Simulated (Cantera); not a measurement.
An adiabatic, constant-volume homogeneous reactor starts with H2 : O2 : N2 = 1 : 0.909 : 3.42 (molar parts), at 1375 K and 10.0 bar. Integrator tolerance rtol = 1e-08.

Cantera simulation using GRI-Mech 3.0 (53 species, 325 reactions); the numbers are that mechanism's predictions, not measurements. The hydrogen kinetics of GRI-Mech 3.0 are dated; newer H2 mechanisms differ, most at raised pressure.

Task: What does this change do: pressure from 10.0 bar to 1.00 bar?

Result: 
```json
[
 {"quantity": "time of steepest temperature rise", "before": "2.80 µs", "after": "21.2 µs"},
 {"quantity": "temperature at 0.800 s", "before": "2791 K", "after": "2689 K"},
 {"quantity": "equilibrium temperature", "before": "2791 K", "after": "2689 K"},
 {"quantity": "x(H2) at 0.800 s", "before": "0.00357 (gas-phase equilibrium 0.00357)", "after": "0.00725 (gas-phase equilibrium 0.00725)"},
 {"quantity": "x(O2) at 0.800 s", "before": "0.0703 (gas-phase equilibrium 0.0703)", "after": "0.0704 (gas-phase equilibrium 0.0704)"},
 {"quantity": "x(OH) at 0.800 s", "before": "0.0166 (gas-phase equilibrium 0.0166)", "after": "0.0223 (gas-phase equilibrium 0.0223)"},
 {"quantity": "x(HO2) at 0.800 s", "before": "3.57e-5 (gas-phase equilibrium 3.57e-5)", "after": "1.56e-5 (gas-phase equilibrium 1.56e-5)"},
 {"quantity": "x(NO) at 0.800 s", "before": "0.0198 (gas-phase equilibrium 0.0198)", "after": "0.0170 (gas-phase equilibrium 0.0170)"},
 {"quantity": "x(H2O2) at 0.800 s", "before": "2.72e-6 (gas-phase equilibrium 2.72e-6)", "after": "6.73e-7 (gas-phase equilibrium 6.73e-7)"}
]
```

Task: What does this change do: O2 0.909 to 1.3 parts?

Result: 
```tsv
quantity	before	after
time of steepest temperature rise	2.80 µs	2.41 µs
temperature at 0.800 s	2791 K	2698 K
equilibrium temperature	2791 K	2698 K
x(H2) at 0.800 s	0.00357 (gas-phase equilibrium 0.00357)	0.00168 (gas-phase equilibrium 0.00168)
x(O2) at 0.800 s	0.0703 (gas-phase equilibrium 0.0703)	0.136 (gas-phase equilibrium 0.136)
x(OH) at 0.800 s	0.0166 (gas-phase equilibrium 0.0166)	0.0151 (gas-phase equilibrium 0.0151)
x(HO2) at 0.800 s	3.57e-5 (gas-phase equilibrium 3.57e-5)	4.61e-5 (gas-phase equilibrium 4.61e-5)
x(NO) at 0.800 s	0.0198 (gas-phase equilibrium 0.0198)	0.0231 (gas-phase equilibrium 0.0231)
x(H2O2) at 0.800 s	2.72e-6 (gas-phase equilibrium 2.72e-6)	2.96e-6 (gas-phase equilibrium 2.96e-6)
```
